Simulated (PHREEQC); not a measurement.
Consider water at 25 °C with 0.14 mol/kgw Cu(NO3)2 and 8.8e-05 mol/kgw H3BO3. Closed to the air; pH follows from the charge balance.

All values are PHREEQC results (ion-association model, wateq4f.dat), not measurements.

Question: The ionic strength comes out as 0.420 mol/kgw. What activity coefficients do Cu+2, Cu2(OH)2+2, H+, CuOH+, NO3- get?

Answer: Cu+2 0.26, Cu2(OH)2+2 0.29, H+ 0.77, CuOH+ 0.66, NO3- 0.63.

Precipitation was switched off in this run. Species that the database lacks are ignored.
